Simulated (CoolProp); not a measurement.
Computed with CoolProp (reference Helmholtz-energy equation of state, Lemmon 2005). It is a short technical equation, of lower accuracy than the large ones.

Task: For 1-butene, give the phase and the cp (kJ/(kg K)), isothermal compressibility (1/MPa) at 505.8 K and 5.74 MPa.

Result: 
- 505.8 K and 5.74 MPa: supercritical; cp 2.91, isothermal compressibility 0.247
